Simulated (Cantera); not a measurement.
Charge: 1 mol SiCl₄, 2.9 mol Cl₂, 2.6 mol H₂, at 1450 K and 1.00 bar.

Equilibrium computed with Cantera from the NASA thermochemical tables; the gas is ideal and each condensed phase is pure. Candidate condensed phases: Si; 19 gas species. The tables' values for SiCl₃ are old estimates; treat these amounts as uncertain. Kinetics and transport are ignored.

Base state: HCl 0.797, SiCl₄ 0.153, Cl₂ 0.0418, Cl 0.00843, SiCl₃ 1.10e-5 (mole fractions); condensed: gas only.

Question: What changes in the equilibrium state with this change: pressure from 1.00 bar to 19.0 bar?

Answer: 
```tsv
species	before	after
HCl	0.797	0.799
SiCl₄	0.153	0.154
Cl₂	0.0418	0.0451
Cl	0.00843	0.00201
SiCl₃	1.10e-5	2.44e-6
```

Question: What changes in the equilibrium state with this change: H₂ from 2.6 to 3.7 mol?

Answer: 
```json
[
 {"species": "HCl", "before": "0.797", "after": "0.768"},
 {"species": "SiCl₄", "before": "0.153", "after": "0.125"},
 {"species": "H₂", "before": "5.30e-7", "after": "0.101"},
 {"species": "Cl₂", "before": "0.0418", "after": "2.03e-7"},
 {"species": "SiCl₂", "before": "2.90e-9", "after": "0.000486"},
 {"species": "SiHCl₃", "before": "8.78e-9", "after": "0.00142"},
 {"species": "Cl", "before": "0.00843", "after": "1.86e-5"}
]
```
